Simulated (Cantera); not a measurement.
Input: 1 mol Fe2O3, 2.2 mol SO3, 16 mol N2, held at 100 Torr.

Points: T (K) = 648, 698, 748, 798, 848, 898, 948, 998, 1048, 1098, 1148.

Cantera's Mixture.equilibrate('TP', solver="vcs", rtol=1e-11, max_steps=5000) on the NASA tables stopped like this:

```
*******************************************************************************
CanteraError thrown by VCS_SOLVE::solve_tp_inner:
vcs_solve_TP: ERROR on step change wt[26:Fe3O4(s)]: -6.938893903907228e-18 < 0.0
*******************************************************************************
```

Task: What got this run through?

Result: One answer among several that fit: The failure is numerical, not chemical. The same input converged with solver="gibbs", rtol=1e-10, max_steps=50000, and the result passed a check of the equilibrium conditions:
```
log10 of partial pressures in bar; condensed amounts in mol
       T/K        N2       SO2        O2       SO3  Fe2O3(s) Fe2S3O12(
       648    -0.875    -5.801    -6.102    -5.804    0.2668    0.7332
       698    -0.875    -4.697    -4.998    -4.718    0.2682    0.7318
       748    -0.877    -3.741    -4.042    -3.778    0.2806    0.7194
       798    -0.885    -2.907    -3.208    -2.958    0.3625    0.6375
       848    -0.930    -2.172    -2.473    -2.235    0.8371    0.1629
       898    -0.948    -1.985    -2.286    -2.290         1         0
       948    -0.951    -1.916    -2.217    -2.488         1         0
       998    -0.953    -1.876    -2.177    -2.698         1         0
      1048    -0.955    -1.853    -2.154    -2.907         1         0
      1098    -0.955    -1.840    -2.141    -3.108         1         0
      1148    -0.956    -1.832    -2.133    -3.297         1         0
```

The gas is ideal and each condensed phase is pure.
